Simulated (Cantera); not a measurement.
An isothermal, constant-pressure homogeneous reactor starts with H2 : O2 : N2 = 0.83 : 1 : 3.9 (molar parts), equivalence ratio 0.41, at 1100 K and 13300 Pa.

Computed with Cantera and GRI-Mech 3.0 (53 species, 325 reactions). The temperature is held fixed by assumption; the heat of reaction is taken as removed at once.

x: mole fraction; the columns are a selection and need not sum to one.

```tsv
t (s)	x H2	x O2	x N2O	x NO2	x H	x NO	x OH
5.00e-6	0.145	0.175	<1e-12	<1e-12	1.43e-10	<1e-12	6.01e-12
1.68e-5	0.145	0.175	<1e-12	<1e-12	5.12e-10	<1e-12	3.97e-11
5.62e-5	0.145	0.175	<1e-12	<1e-12	3.20e-9	<1e-12	3.27e-10
0.000188	0.145	0.175	<1e-12	<1e-12	2.26e-7	<1e-12	2.43e-8
0.000631	0.0598	0.137	2.26e-9	6.52e-12	0.0417	2.13e-7	0.00354
0.00212	[?]	0.110	[?]	[?]	[?]	3.35e-6	[?]
0.00709	0.000123	0.110	2.93e-8	1.94e-8	1.45e-5	3.35e-6	0.000200
0.0238	9.56e-6	0.110	3.10e-8	4.89e-8	4.06e-7	3.33e-6	6.29e-5
0.0797	9.66e-7	0.110	3.17e-8	4.88e-8	2.33e-8	3.33e-6	2.50e-5
0.267	[?]	0.110	3.21e-8	[?]	[?]	3.34e-6	[?]
0.895	3.81e-8	0.110	3.23e-8	1.77e-8	2.95e-10	3.36e-6	5.87e-6
3.00	1.03e-8	0.110	3.19e-8	1.18e-8	4.43e-11	3.36e-6	3.12e-6
```

Problem. Complete the blanks.

Solution. 
- 0.00212, x H2: 0.00198
- 0.00212, x N2O: 2.24e-8
- 0.00212, x NO2: 1.10e-9
- 0.00212, x H: 0.00159
- 0.00212, x OH: 0.00109
- 0.267, x H2: 1.63e-7
- 0.267, x NO2: 3.18e-8
- 0.267, x H: 2.28e-9
- 0.267, x OH: 1.16e-5
